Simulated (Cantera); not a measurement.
A closed system holds: 1 mol B2O3, a varied amount of HCl, 3.2 mol HF, at 3.10 mbar.

Method: chemical equilibrium by Gibbs-energy minimisation in Cantera with the NASA 1993 tables (ideal gas, pure condensed phases). Candidate condensed phases: B, B2O3, B3O3H3, H2O; 56 gas species. The tables' values for BCl2, BF2 are old estimates. The numbers say what is thermodynamically allowed, not how fast it happens.

Task: What condenses at these points (T in °C, n(HCl) in mol): (677, 30); (1027, 2.1); (477, 46); (1077, 7.9); (577, 12)?

Result: 
```
T (°C)  n(HCl) in mol  condensed phases  B condensed (%)
------  -------------  ----------------  ---------------
677                30              B2O3             64.1
1027              2.1              B2O3             37.9
477                46              B2O3             56.7
1077              7.9          gas only              0.0
577                12              B2O3             58.1
```
